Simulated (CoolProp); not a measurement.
Values from CoolProp's reference Helmholtz-energy equation of state, Lemmon 2016.

Task: Give the vapour pressure (kPa), liquid density (kg/m³), vapour density (kg/m³), enthalpy of vaporisation (kJ/kg) of saturated R227EA at 251.7, 290.9 K.

Result: 
```csv
T (K),p (kPa),liquid density (kg/m³),vapour density (kg/m³),enthalpy of vaporisation (kJ/kg)
251.7,80.8,1560,6.85,134
290.9,362,1420,28.9,116
```
